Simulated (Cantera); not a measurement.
A perfectly stirred reactor is fed with 35.8 % CO, 1.40 % H2, 1.07 % CH4, 13.0 % O2, 48.7 % N2, at 750 Torr; it is adiabatic with a 448 K inlet, and is followed from long to short residence time, starting on the burning branch (τ in s: 0.049, 0.021, 0.0086, 0.0036, 0.0015, 0.00062, 0.00026, 0.00011, 4.5e-05, 1.9e-05).

Detailed kinetics in Cantera: GRI-Mech 3.0 (53 species, 325 reactions).

### Question
Predict: blow-out, bracketed by the residence times tried; x(CO) at τ = 49.0 ms; x(H2) at τ = 49.0 ms; x(CH4) at τ = 49.0 ms; x(CH3) at τ = 49.0 ms; x(HO2) at τ = 49.0 ms; x(CO) at τ = 0.620 ms; x(H2) at τ = 0.620 ms; x(CH4) at τ = 0.620 ms; x(CH3) at τ = 0.620 ms; x(HO2) at τ = 0.620 ms.

### Answer
```
Property                                                                       Result
------------------------------------------------  -----------------------------------
blow-out, bracketed by the residence times tried  burning at 0.110 ms, out at 45.0 µs
x(CO) at τ = 49.0 ms                                                            0.176
x(H2) at τ = 49.0 ms                                                          0.00434
x(CH4) at τ = 49.0 ms                                                         6.37e-7
x(CH3) at τ = 49.0 ms                                                         3.78e-7
x(HO2) at τ = 49.0 ms                                                         2.50e-7
x(CO) at τ = 0.620 ms                                                           0.208
x(H2) at τ = 0.620 ms                                                         0.00554
x(CH4) at τ = 0.620 ms                                                        1.27e-5
x(CH3) at τ = 0.620 ms                                                        2.69e-6
x(HO2) at τ = 0.620 ms                                                        4.00e-6
```
